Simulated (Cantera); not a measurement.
A freely propagating, adiabatic, planar premixed flame of H₂ : O₂ : N₂ = 1 : 0.617 : 2.47 (molar parts), equivalence ratio 0.81, unburnt at 550 K and 7500 Torr; mixture-averaged transport, grid criteria slope 0.08 and curve 0.16, no radiation.

Cantera simulation using the H2/O2 subset of GRI-Mech 3.0, which has no nitrogen chemistry; the numbers are that mechanism's predictions, not measurements. The hydrogen kinetics of GRI-Mech 3.0 are dated; newer H2 mechanisms differ, most at raised pressure. Burning velocities carry a grid error of a few per cent, more on coarse grids.

### Question
What does this change do: inlet temperature 550 to 398 K?

### Answer
| quantity | before | after |
|---|---|---|
| laminar burning velocity | 265 cm/s | 109 cm/s |
| thermal thickness | 0.0280 mm | 0.0327 mm |
| peak x(H₂O₂) | 0.000211 | 0.000306 |
| peak x(OH) | 0.0113 | 0.00793 |
| peak x(H) | 0.00768 | 0.00405 |

### Question
What does this change do: H2 1 to 1.3 parts?

### Answer
```
quantity                     before      after
------------------------  ---------  ---------
laminar burning velocity   265 cm/s   489 cm/s
thermal thickness         0.0280 mm  0.0255 mm
peak x(H₂O₂)               0.000211   0.000149
peak x(OH)                   0.0113     0.0146
peak x(H)                   0.00768     0.0212
```

### Question
What does this change do: 0.18 parts H2O added?

### Answer
```csv
quantity,before,after
laminar burning velocity,265 cm/s,181 cm/s
thermal thickness,0.0280 mm,0.0320 mm
peak x(H₂O₂),0.000211,0.000311
peak x(OH),0.0113,0.00870
peak x(H),0.00768,0.00445
```
